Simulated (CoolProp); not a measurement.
Vapour-liquid equilibrium of cyclohexane (1) + toluene (2) at 127.05 °C; x and y are mole fractions of (1).

Computed with CoolProp (multi-fluid Helmholtz-energy mixture model, Zhou 2014 and Lemmon 2006; pair parameters Bell 2016).

| x | bubble pressure, mixture model (MPa) | bubble pressure, Raoult's law (MPa) | y, mixture model | y, Raoult's law |
|---|---|---|---|---|
| 0.05 | 0.1710 | 0.1672 | 0.117 | 0.101 |
| 0.125 | 0.1892 | 0.1808 | 0.258 | 0.235 |
| 0.2 | 0.2062 | 0.1944 | 0.370 | 0.349 |
| 0.275 | 0.2221 | 0.2079 | 0.463 | 0.449 |
| 0.35 | 0.2371 | 0.2215 | 0.542 | 0.536 |
| 0.425 | 0.2511 | 0.2351 | 0.610 | 0.613 |
| 0.5 | 0.2644 | 0.2487 | 0.671 | 0.682 |
| 0.575 | 0.2770 | 0.2623 | 0.726 | 0.744 |
| 0.65 | 0.2890 | 0.2759 | 0.778 | 0.799 |
| 0.725 | 0.3005 | 0.2894 | 0.827 | 0.850 |
| 0.8 | 0.3115 | 0.3030 | 0.874 | 0.896 |
| 0.875 | 0.3222 | 0.3166 | 0.921 | 0.938 |
| 0.95 | 0.3325 | 0.3302 | 0.968 | 0.976 |

The largest gap from Raoult's law is +7.0 % in bubble pressure, at x = 0.35. No azeotrope shows between x = 0.05 and 0.95.

Pair parameters are fitted to limited data, so mixtures are less certain than the pure fluids.
